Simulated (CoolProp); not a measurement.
Dry air at 448.93 K and 8.57 MPa flows at 2.1 m/s in a round tube of 10 mm bore and 1.5 µm roughness, fully developed (64/Re and Nu = 3.66 if laminar; Colebrook and Gnielinski if turbulent). Each further row changes one setting.

Computed with CoolProp (reference Helmholtz-energy equation of state, Lemmon 2000). It is a pseudo-pure fit of the blend.

```csv
case,Reynolds number,Darcy friction factor,pressure drop (Pa/m),heat-transfer coefficient (W/(m² K)),mass flow (kg/h)
as stated,51900,?,303,?,?
velocity 4.2 m/s,104000,0.0186,1060,?,76.7
diameter 20 mm,104000,?,130,372,?
```

Q: What belongs in the gaps?

A: 
- as stated, Darcy friction factor: 0.0213
- as stated, heat-transfer coefficient (W/(m² K)): 434
- as stated, mass flow (kg/h): 38.3
- velocity 4.2 m/s, heat-transfer coefficient (W/(m² K)): 762
- diameter 20 mm, Darcy friction factor: 0.0183
- diameter 20 mm, mass flow (kg/h): 153

Viscosity comes from a separate model (Lemmon 2004). Thermal conductivity comes from a separate model (Lemmon 2004).
